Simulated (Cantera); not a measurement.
Charge: 1 mol FeS2, 1.5 mol SO3, 5.1 mol N2, held at 1823.15 K and 1 atm.

These are equilibrium values from Cantera (NASA tables, ideal gas, pure condensed phases), not measurements of a reactor. Candidate condensed phases: Fe, FeO, FeS, FeSO4, FeS2, Fe2O3, Fe2(SO4)3, Fe3O4, S; 19 gas species. The tables' stoichiometric FeO is somewhat more stable than real wüstite, so its field is too wide. FeO: taken at fixed stoichiometry. Kinetics and transport are ignored.

Base state: N2 0.659, SO2 0.218, S2 0.107, SO 0.0128, S2O 0.00412, S 0.000290 (mole fractions); condensed: FeO(l).

### Question
What changes in the equilibrium state with this change: pressure from 1 atm to 13.3 mbar?

### Answer
```csv
species,before,after
N2,0.659,0.653
SO2,0.218,0.206
S2,0.107,0.101
SO,0.0128,0.0362
Fe,2.80e-6,0.000638
FeO,2.29e-7,1.74e-5
S,0.000290,0.00245
S2O,0.00412,0.00130
"FeO(l), mol",1.000,0.995
```
